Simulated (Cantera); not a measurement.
A closed system holds: 1 mol C2H4, a varied amount of H2O, 0.61 mol H2, equilibrated at 2798 K and 17.0 bar.

Equilibrium computed with Cantera from the NASA thermochemical tables; the gas is ideal and each condensed phase is pure. Candidate condensed phases: C, C6H6, C7H8, C8H18, H2O; 110 gas species. Rates play no part.

Which condensed phases are stable at each of these points (n(H2O) (mol)): 0.21, 0.28, 0.36, 0.48, 0.62, 0.82, 1.1, 1.4, 1.8, 2.4, 3.1, 4.1?


```
n(H2O) (mol)  condensed phases  C condensed (%)
------------  ----------------  ---------------
0.21               C(graphite)             80.0
0.28               C(graphite)             76.2
0.36               C(graphite)             72.0
0.48               C(graphite)             65.6
0.62               C(graphite)             58.1
0.82               C(graphite)             47.4
1.1                C(graphite)             32.5
1.4                C(graphite)             16.5
1.8                   gas only              0.0
2.4                   gas only              0.0
3.1                   gas only              0.0
4.1                   gas only              0.0
```

From 0.21 mol H2O to 1.4 mol H2O the condensed part is C(graphite). From 1.8 mol H2O to 4.1 mol H2O nothing is condensed.
